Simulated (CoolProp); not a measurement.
Properties of R124 along the isotherm 154.75 °C.

Computed with CoolProp (reference Helmholtz-energy equation of state, de Vries 1995).

```csv
p (bar),phase,density (kg/m³),expansivity (1/kK),Prandtl number,fugacity coefficient
1.51,gas,5.857,2.429,0.680,0.9891
3.02,gas,11.85,2.526,0.682,0.9782
4.53,gas,17.98,2.629,0.684,0.9674
6.04,gas,24.26,2.738,0.687,0.9566
7.55,gas,30.70,2.855,0.689,0.9459
9.06,gas,37.30,2.979,0.692,0.9352
10.6,gas,44.22,3.115,0.696,0.9244
12.1,gas,51.14,3.256,0.700,0.9139
13.6,gas,58.26,3.408,0.704,0.9034
15.1,gas,65.60,3.571,0.709,0.8930
16.6,gas,73.16,3.747,0.715,0.8827
18.1,gas,80.95,3.936,0.721,0.8724
```

Viscosity comes from a separate model (Bell 2016), an estimate that may be off by 10 % or more. Thermal conductivity comes from a separate model (Huber 2003), an estimate that may be off by 10 % or more.
